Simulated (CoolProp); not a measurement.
Properties of R410A at several states (Tc = 344.5 K, pc = 49.01 bar, ω = 0.296).

Values from CoolProp's reference Helmholtz-energy equation of state, Lemmon 2003. It is a pseudo-pure fit of the blend.

```tsv
T (K)	p (bar)	phase	cp (kJ/(kg K))	cv (kJ/(kg K))	speed of sound (m/s)	expansivity (1/kK)	viscosity (µPa s)
254.5	2.63	gas	0.8654	0.6947	177.6	5.148	10.9
292.2	144	liquid	1.459	0.8904	608.1	2.938	163
371.8	26.6	gas	1.150	0.8795	195.2	4.992	17.2
```

Viscosity comes from a separate model (Geller 2000).
